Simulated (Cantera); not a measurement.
An isothermal, constant-pressure homogeneous reactor starts with CH4 : N2 = 1 : 100 (molar parts), at 1423 K and 0.160 bar. Integrator tolerance rtol = 1e-08.

Model: GRI-Mech 3.0 (53 species, 325 reactions), integrated in Cantera. GRI-Mech 3.0 stops at C3 and has no aromatics, soot or wall deposition, so with more carbon than oxygen in the feed, carbon stays in small species such as C2H2 where larger ones or solid carbon would form.

**Question.** What does this change do: N2 100 to 47 parts?

**Answer.** 
```json
[
 {"quantity": "x(CH4) at 1.00 s", "before": "0.00908 (gas-phase equilibrium 1.15e-5)", "after": "0.0191 (gas-phase equilibrium 6.70e-5)"},
 {"quantity": "x(HCN) at 1.00 s", "before": "3.88e-10 (gas-phase equilibrium 0.00901)", "after": "2.27e-10 (gas-phase equilibrium 0.0173)"},
 {"quantity": "x(H2) at 1.00 s", "before": "0.000962 (gas-phase equilibrium 0.0147)", "after": "0.00207 (gas-phase equilibrium 0.0305)"},
 {"quantity": "x(C2H2) at 1.00 s", "before": "0.000182 (gas-phase equilibrium 0.000392)", "after": "0.000440 (gas-phase equilibrium 0.00149)"},
 {"quantity": "x(H) at 1.00 s", "before": "2.09e-7 (gas-phase equilibrium 2.03e-6)", "after": "2.62e-7 (gas-phase equilibrium 2.92e-6)"},
 {"quantity": "x(CH2) at 1.00 s", "before": "3.41e-9 (gas-phase equilibrium 3.27e-12)", "after": "2.99e-9 (gas-phase equilibrium 9.19e-12)"}
]
```

**Question.** What does this change do: N2 100 to 510 parts?

**Answer.** 
```tsv
quantity	before	after
x(CH4) at 1.00 s	0.00908 (gas-phase equilibrium 1.15e-5)	0.00182 (gas-phase equilibrium 2.15e-7)
x(HCN) at 1.00 s	3.88e-10 (gas-phase equilibrium 0.00901)	7.41e-10 (gas-phase equilibrium 0.00192)
x(H2) at 1.00 s	0.000962 (gas-phase equilibrium 0.0147)	0.000144 (gas-phase equilibrium 0.00293)
x(C2H2) at 1.00 s	0.000182 (gas-phase equilibrium 0.000392)	1.94e-5 (gas-phase equilibrium 1.74e-5)
x(H) at 1.00 s	2.09e-7 (gas-phase equilibrium 2.03e-6)	1.06e-7 (gas-phase equilibrium 9.05e-7)
x(CH2) at 1.00 s	3.41e-9 (gas-phase equilibrium 3.27e-12)	3.39e-9 (gas-phase equilibrium <1e-12)
```
